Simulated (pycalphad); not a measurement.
CALPHAD calculation (pycalphad, COST 507 light-alloy database (1999)), 1 atm. These are 1990s assessments: newer ones move some temperatures and phases. Phase fractions are per mole of atoms.

Question: Give the equilibrium state of Si-36.75Cu (at.%) at 1050 K.

Answer: 
```
T = 1050.00 K, P = 101325 Pa, N = 1 mol of atoms
G = -41543 J/mol, H = 20148 J/mol, S = 58.75 J/(mol K)  (SER reference)
chemical potentials (J/mol): Si -32780, Cu -56623
phase             fraction      x(Si)      x(Cu)
DIAMOND_A4          0.5164     1.0000       none
CU19SI6_ETA         0.4836     0.2400     0.7600
```

Question: Give the equilibrium state of Si-36.75Cu (at.%) at 1100 K.

Answer: 
```
T = 1100.00 K, P = 101325 Pa, N = 1 mol of atoms
G = -44632 J/mol, H = 26606 J/mol, S = 64.76 J/(mol K)  (SER reference)
chemical potentials (J/mol): Si -35242, Cu -60793
phase             fraction      x(Si)      x(Cu)
LIQUID              0.5391     0.3183     0.6817
DIAMOND_A4          0.4609     1.0000       none
```

Database names, with the compositions (at.%) that they take in these runs: CU19SI6_ETA: Cu 76 Si 24. DIAMOND_A4 is diamond (Si). An entry "none" or "no" means that the model of the phase leaves that element out.
